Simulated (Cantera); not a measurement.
A freely propagating, adiabatic, planar premixed flame of H2 : O2 : N2 : H2O = 1 : 0.5 : 1.88 : 0.075 (molar parts), equivalence ratio 1.0, unburnt at 375 K and 101000 Pa; mixture-averaged transport, grid criteria slope 0.08 and curve 0.16, no radiation.

Computed with Cantera and the H2/O2 subset of GRI-Mech 3.0, which has no nitrogen chemistry. Burning velocities carry a grid error of a few per cent, more on coarse grids.

### Question
Predict: laminar burning velocity; thermal thickness; peak x(H); peak x(H2O2); peak x(O).

### Answer
| Quantity | Value |
|---|---|
| laminar burning velocity | 315 cm/s |
| thermal thickness | 0.365 mm |
| peak x(H) | 0.0422 |
| peak x(H2O2) | 8.70e-5 |
| peak x(O) | 0.00952 |
